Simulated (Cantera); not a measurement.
Charge: 1 mol CS2, 0.063 mol H2, 0.67 mol O2, equilibrated at 4.50 mbar.

Method: chemical equilibrium by Gibbs-energy minimisation in Cantera with the NASA 1993 tables (ideal gas, pure condensed phases). Candidate condensed phases: C, C6H6, C7H8, C8H18, H2O, H2SO4, S; 123 gas species. The numbers say what is thermodynamically allowed, not how fast it happens. All values below are at 2373 K.

Base state: CO 0.398, S2 0.252, S 0.187, SO 0.0993, H 0.0209, SO2 0.0141, H2 0.0101, CO2 0.00800 (mole fractions); condensed: gas only.

What changes in the equilibrium state with this change: pressure from 4.50 mbar to 0.133 bar?


```json
[
 {"species": "CO", "before": "0.398", "after": "0.425"},
 {"species": "S2", "before": "0.252", "after": "0.375"},
 {"species": "SO", "before": "0.0993", "after": "0.0657"},
 {"species": "S", "before": "0.187", "after": "0.0419"},
 {"species": "H", "before": "0.0209", "after": "0.00464"},
 {"species": "CO2", "before": "0.00800", "after": "0.0252"},
 {"species": "SO2", "before": "0.0141", "after": "0.0275"},
 {"species": "SH", "before": "0.00723", "after": "0.0107"},
 {"species": "H2", "before": "0.0101", "after": "0.0147"},
 {"species": "O", "before": "0.000606", "after": "6.04e-5"},
 {"species": "H2S", "before": "8.52e-5", "after": "0.000827"},
 {"species": "COS", "before": "0.000130", "after": "0.000923"},
 {"species": "S2O", "before": "0.000481", "after": "0.00211"},
 {"species": "H2O", "before": "0.00118", "after": "0.00508"}
]
```

What changes in the equilibrium state with this change: H2 from 0.063 to 4.4 mol?


| species | before | after |
|---|---|---|
| H2 | 0.0101 | 0.488 |
| H | 0.0209 | 0.145 |
| CO | 0.398 | 0.135 |
| S2 | 0.252 | 0.0645 |
| H2O | 0.00118 | 0.0221 |
| SO2 | 0.0141 | 0.00107 |
| SO | 0.0993 | 0.0195 |
| SH | 0.00723 | 0.0255 |
| S | 0.187 | 0.0946 |
| H2S | 8.52e-5 | 0.00209 |
| S2O | 0.000481 | 4.77e-5 |
| CO2 | 0.00800 | 0.00105 |
| O2 | 2.95e-5 | 4.42e-6 |
